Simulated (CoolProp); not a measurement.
Model: reference Helmholtz-energy equation of state, Colonna 2008, in CoolProp. It is a short technical equation, of lower accuracy than the large ones.

Q: Give the vapour pressure (kPa), liquid cp (kJ/(kg K)), surface tension (mN/m) of saturated dodecamethylcyclohexasiloxane (D6) at 333.5, 343.5, 413.5 K.

A: 
```json
[
 {"T (K)": "333.5", "p (kPa)": "0.0609", "liquid cp (kJ/(kg K))": "1.64", "surface tension (mN/m)": "16.0"},
 {"T (K)": "343.5", "p (kPa)": "0.121", "liquid cp (kJ/(kg K))": "1.66", "surface tension (mN/m)": "15.2"},
 {"T (K)": "413.5", "p (kPa)": "4.48", "liquid cp (kJ/(kg K))": "1.80", "surface tension (mN/m)": "10.0"}
]
```

Surface tension comes from a separate correlation (Mulero 2014).
